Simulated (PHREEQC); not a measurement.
PHREEQC input (ion-association model, wateq4f.dat):

```
SOLUTION_MASTER_SPECIES
  An  An-  0  An  62.0  # stands for a non-complexing anion
SOLUTION_SPECIES
  An- = An-
    -log_k 0
    -gamma 3.0 0
PHASES
  Fix_H+
    H+ = H+
    -log_k 0
SOLUTION 1
  temp 25
  units mmol/kgw
  pH 7 charge
  Cl 0.03882
  Mg 0.019
  Ni 0.00041
  Na 5
  An 5
END
SELECTED_OUTPUT 1
  -reset false
  -pH true
  -pe true
  -ionic_strength true
  -water true
  -totals Cl Mg Na Ni
  -molalities Hfo_wOH Hfo_wOH2+ Hfo_wO- Hfo_sOH Hfo_sOH2+ Hfo_sO- Hfo_wOMg+ Hfo_sONi+ Hfo_wONi+
  -saturation_indices Brucite Ni(OH)2 Halite
USER_PUNCH 1
  -headings sigma psi
  10 PUNCH EDL("sigma", "Hfo"), EDL("psi", "Hfo")
PRINT
  -reset false
USE solution 1
SURFACE 1
  Hfo_wOH 3.82022e-05 600 0.017
  Hfo_sOH 9.55056e-07
EQUILIBRIUM_PHASES 1
  Fix_H+ -3 HAn 10
    -force_equality true
  O2(g) -0.68 10
END
# ... the last block is repeated for the other 16 points of pH, with NaOH or the acid as the point needs
```

Selected output (columns that matter, 17 of 17 rows; pH added in front):

```
pH	mu	Mg	Na	Ni	m_Hfo_wOH	m_Hfo_wOH2+	m_Hfo_wO-	m_Hfo_sOH	m_Hfo_sOH2+	si_Brucite	si_Ni(OH)2	si_Halite	sigma	psi
3	0.0061519	1.9e-05	0.005	4.1e-07	6.9305e-06	3.1236e-05	3.5226e-08	1.7326e-07	7.8091e-07	-15.7	-11.332	-8.3664	0.30255	0.2151
3.38	0.0055196	1.9e-05	0.005	4.1e-07	1.1439e-05	2.6651e-05	1.1247e-07	2.8597e-07	6.6628e-07	-14.934	-10.565	-8.3629	0.25734	0.20957
3.75	0.0052602	1.9e-05	0.005	4.1e-07	1.5831e-05	2.2112e-05	2.5966e-07	3.9578e-07	5.5279e-07	-14.191	-9.8221	-8.3614	0.21189	0.20083
4.12	0.0051485	1.9e-05	0.005	4.1e-07	1.9731e-05	1.7975e-05	4.9614e-07	4.9327e-07	4.4938e-07	-13.45	-9.0808	-8.3608	0.16949	0.18992
4.5	0.0050991	1.9e-05	0.005	4.0999e-07	2.2977e-05	1.4384e-05	8.4083e-07	5.7442e-07	3.596e-07	-12.689	-8.3203	-8.3605	0.13133	0.17708
4.88	0.0050776	1.9e-05	0.005	4.0994e-07	2.5396e-05	1.1524e-05	1.2822e-06	6.3487e-07	2.8808e-07	-11.929	-7.5601	-8.3603	0.099309	0.16287
5.25	0.0050682	1.9e-05	0.005	4.0972e-07	2.7022e-05	9.4007e-06	1.7794e-06	6.7536e-07	2.3495e-07	-11.189	-6.8202	-8.3603	0.073903	0.1478
5.62	0.0050636	1.9e-05	0.005	4.087e-07	2.8062e-05	7.838e-06	2.3017e-06	7.0066e-07	1.957e-07	-10.449	-6.0812	-8.3603	0.053695	0.13156
6	0.0050613	1.9e-05	0.005	4.0372e-07	2.8689e-05	6.6966e-06	2.8157e-06	7.1278e-07	1.6637e-07	-9.689	-5.3265	-8.3602	0.037686	0.11369
6.38	0.0050599	1.8999e-05	0.005	3.8066e-07	2.9029e-05	5.8988e-06	3.2726e-06	7.0464e-07	1.4319e-07	-8.929	-4.5921	-8.3602	0.025731	0.094772
6.75	0.005059	1.8997e-05	0.005	3.0276e-07	2.9198e-05	5.3339e-06	3.6614e-06	6.528e-07	1.1926e-07	-8.189	-3.9517	-8.3602	0.017219	0.075619
7.12	0.0050581	1.8984e-05	0.005	1.6216e-07	2.9267e-05	4.8933e-06	4.01e-06	5.5487e-07	9.2773e-08	-7.4493	-3.4832	-8.3602	0.011006	0.056007
7.5	0.0050578	1.8918e-05	0.0050005	5.0681e-08	2.9239e-05	4.5333e-06	4.3202e-06	4.7829e-07	7.4156e-08	-6.6909	-3.2292	-8.3602	0.0062275	0.035467
7.88	0.0050581	1.8577e-05	0.0050022	1.131e-08	2.8963e-05	4.1183e-06	4.6663e-06	4.5126e-07	6.4166e-08	-5.9388	-3.1229	-8.36	0.0025062	0.01521
8.25	0.005058	1.7282e-05	0.0050062	2.6294e-09	2.7779e-05	3.2748e-06	5.3983e-06	4.4166e-07	5.2065e-08	-5.2303	-3.0221	-8.3597	-0.00030233	-0.0018614
8.62	0.0050578	1.4371e-05	0.0050148	7.8631e-10	2.4497e-05	1.9323e-06	7.1145e-06	4.2041e-07	3.3161e-08	-4.5707	-2.8217	-8.3589	-0.0022051	-0.013426
9	0.0050603	1.0551e-05	0.0050289	3.1778e-10	1.9001e-05	8.3627e-07	9.8897e-06	3.6574e-07	1.6097e-08	-3.9457	-2.5039	-8.3577	-0.0034919	-0.020917
```

Complexes and solids missing from the database can't appear. The oxide is taken as insoluble; below pH 4 it would dissolve.
